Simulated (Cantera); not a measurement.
A closed system holds: 1 mol Ta, 8.6 mol CO₂, 9.3 mol H₂, at 1 atm.

Equilibrium computed with Cantera from the NASA thermochemical tables; the gas is ideal and each condensed phase is pure. Candidate condensed phases: C, C₆H₆, C₇H₈, C₈H₁₈, H₂O, Ta, TaC, Ta₂O₅; 113 gas species. Equilibrium is a limit: real reactors are often held back by kinetics, nucleation or transport.

x: gas mole fraction; n: condensed amount in mol.

```
T (°C)   x CO  x H₂O   x H₂   x CO₂  x H  n Ta₂O₅(l)
------  -----  -----  -----  ------  ---  ----------
1850    0.400  0.260  0.258  0.0802    …       0.500
1875    0.400  0.261  0.257  0.0795    …       0.500
1900    0.401  0.261  0.256  0.0788    …       0.500
1925    0.402  0.262  0.255  0.0781    …       0.500
1950    0.402  0.262  0.254  0.0774    …       0.500
1975    0.403  0.263  0.254  0.0767    …       0.500
2000    0.403  0.263  0.253  0.0761    …       0.500
2025    0.404  0.264  0.252  0.0755    …       0.500
2050    0.404  0.264  0.251  0.0749    …       0.500
2075    0.404  0.264  0.250  0.0743    …       0.500
2100    0.405  0.264  0.249  0.0737    …       0.500
2125    0.405  0.264  0.248  0.0732    …       0.500
2150    0.405  0.265  0.247  0.0726    …       0.500
2175    0.405  0.265  0.246  0.0721    …       0.500
```

Fill in the missing entries.


- 1850, x H: 0.00181
- 1875, x H: 0.00210
- 1900, x H: 0.00243
- 1925, x H: 0.00280
- 1950, x H: 0.00321
- 1975, x H: 0.00368
- 2000, x H: 0.00419
- 2025, x H: 0.00477
- 2050, x H: 0.00542
- 2075, x H: 0.00613
- 2100, x H: 0.00692
- 2125, x H: 0.00779
- 2150, x H: 0.00875
- 2175, x H: 0.00981
